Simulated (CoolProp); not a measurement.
Vapour pressure (kPa) of nitrogen: the reference equation beside estimates from Tc = -147.0 °C, pc = 3396 kPa, ω = 0.037. Clausius-Clapeyron is anchored at -177.05 °C with a constant enthalpy of vaporisation of 4.741 kJ/mol.

Computed with CoolProp (reference Helmholtz-energy equation of state, Span 2000).

```json
[
 {"T (°C)": "-184.95", "reference": "308.0", "Lee-Kesler": "308.0", "Clausius-Clapeyron": "345.3", "van der Waals": "675.4", "Redlich-Kwong": "293.1", "Soave-Redlich-Kwong": "307.9", "Peng-Robinson": "309.2"},
 {"T (°C)": "-182.35", "reference": "385.8", "Lee-Kesler": "386.0", "Clausius-Clapeyron": "415.6", "van der Waals": "782.2", "Redlich-Kwong": "373.0", "Soave-Redlich-Kwong": "386.6", "Peng-Robinson": "387.0"},
 {"T (°C)": "-179.65", "reference": "480.9", "Lee-Kesler": "481.3", "Clausius-Clapeyron": "498.2", "van der Waals": "904.1", "Redlich-Kwong": "471.3", "Soave-Redlich-Kwong": "482.9", "Peng-Robinson": "482.2"},
 {"T (°C)": "-177.05", "reference": "587.6", "Lee-Kesler": "588.0", "Clausius-Clapeyron": "587.6", "van der Waals": "1032", "Redlich-Kwong": "582.0", "Soave-Redlich-Kwong": "591.2", "Peng-Robinson": "589.2"},
 {"T (°C)": "-174.45", "reference": "710.4", "Lee-Kesler": "710.8", "Clausius-Clapeyron": "686.9", "van der Waals": "1172", "Redlich-Kwong": "709.7", "Soave-Redlich-Kwong": "716.0", "Peng-Robinson": "712.4"},
 {"T (°C)": "-171.85", "reference": "850.7", "Lee-Kesler": "850.8", "Clausius-Clapeyron": "796.7", "van der Waals": "1323", "Redlich-Kwong": "855.7", "Soave-Redlich-Kwong": "858.7", "Peng-Robinson": "853.4"},
 {"T (°C)": "-169.15", "reference": "1016", "Lee-Kesler": "1016", "Clausius-Clapeyron": "922.1", "van der Waals": "1492", "Redlich-Kwong": "1028", "Soave-Redlich-Kwong": "1027", "Peng-Robinson": "1020"},
 {"T (°C)": "-166.55", "reference": "1197", "Lee-Kesler": "1196", "Clausius-Clapeyron": "1054", "van der Waals": "1667", "Redlich-Kwong": "1215", "Soave-Redlich-Kwong": "1211", "Peng-Robinson": "1202"},
 {"T (°C)": "-163.95", "reference": "1399", "Lee-Kesler": "1397", "Clausius-Clapeyron": "1197", "van der Waals": "1854", "Redlich-Kwong": "1424", "Soave-Redlich-Kwong": "1416", "Peng-Robinson": "1406"},
 {"T (°C)": "-161.25", "reference": "1634", "Lee-Kesler": "1631", "Clausius-Clapeyron": "1358", "van der Waals": "2062", "Redlich-Kwong": "1664", "Soave-Redlich-Kwong": "1654", "Peng-Robinson": "1642"},
 {"T (°C)": "-158.65", "reference": "1886", "Lee-Kesler": "1882", "Clausius-Clapeyron": "1525", "van der Waals": "2275", "Redlich-Kwong": "1921", "Soave-Redlich-Kwong": "1909", "Peng-Robinson": "1896"}
]
```

Absolute difference from the reference over all 11 rows, mean and median: Lee-Kesler 0.1 and 0.1 %, Clausius-Clapeyron 9.5 and 9.2 %, van der Waals 61.1 and 55.5 %, Redlich-Kwong 1.8 and 1.8 %, Soave-Redlich-Kwong 0.8 and 0.9 %, Peng-Robinson 0.4 and 0.4 %.
